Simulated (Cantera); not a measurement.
## trisilylamine + N2 + H2 (silicon nitride deposition)

Input: 1 mol trisilylamine, 18 mol N2, 0.22 mol H2, at 1702 °C.

Cantera equilibrium calculation (NASA polynomials, part measured and part estimated; ideal gas, pure solids and liquids). Candidate condensed phases: Si, Si3N4; 18 gas species. The feed counts by its element totals alone. The tables' values for SiN are old estimates; treat these amounts as uncertain. Gases not in the tables: Si2H6 and higher silanes. Equilibrium is a limit: real reactors are often held back by kinetics, nucleation or transport.

At 0.0375 Torr nothing is condensed. From 0.270 Torr to 105 Torr the condensed part is Si(l). At 750 Torr the condensed part is Si3N4(s). The main Si-bearing gas is Si throughout. The share of Si in condensed phases is highest at 750 Torr (100.0 %) and lowest at 0.0375 Torr (0.0 %).

```json
[
 {"P (Pa)": "5", "x N2": "0.680", "x H2": "0.138", "x Si": "0.110", "x H": "0.0718", "n Si(l)": "0", "n Si3N4(s)": "0"},
 {"P (Pa)": "36", "x N2": "0.712", "x H2": "0.167", "x Si": "0.0898", "x H": "0.0294", "n Si(l)": "0.555", "n Si3N4(s)": "0"},
 {"P (Pa)": "260", "x N2": "0.782", "x H2": "0.193", "x Si": "0.0124", "x H": "0.0118", "n Si(l)": "2.68", "n Si3N4(s)": "0"},
 {"P (Pa)": "1900", "x N2": "0.793", "x H2": "0.200", "x Si": "0.00170", "x H": "0.00444", "n Si(l)": "2.95", "n Si3N4(s)": "0"},
 {"P (Pa)": "14000", "x N2": "0.796", "x H2": "0.202", "x Si": "0.000231", "x H": "0.00164", "n Si(l)": "2.99", "n Si3N4(s)": "0"},
 {"P (Pa)": "100000", "x N2": "0.777", "x H2": "0.222", "x Si": "9.19e-6", "x H": "0.000645", "n Si(l)": "0", "n Si3N4(s)": "1.000"}
]
```
x: gas mole fraction; n: condensed amount in mol.
